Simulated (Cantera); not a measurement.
Charge: 1 mol C3H8, 0.0079 mol O2, 0.17 mol N2, held at 950 K and 0.000180 bar.

These are equilibrium values from Cantera (NASA tables, ideal gas, pure condensed phases), not measurements of a reactor. Candidate condensed phases: C, C6H6, C7H8, C8H18, H2O; 136 gas species. Rates play no part.

Base state: H2 0.956, N2 0.0406, CO 0.00377, CH4 2.75e-5 (mole fractions); condensed: C(graphite).

**Question.** What changes in the equilibrium state with this change: temperature from 950 K to 550 K?

**Answer.** 
```csv
species,before,after
H2,0.956,0.892
CH4,2.75e-5,0.0607
N2,0.0406,0.0432
H2O,6.06e-7,0.00387
CO2,4.29e-9,2.55e-5
CO,0.00377,0.000102
"C(graphite), mol",2.98,2.76
```
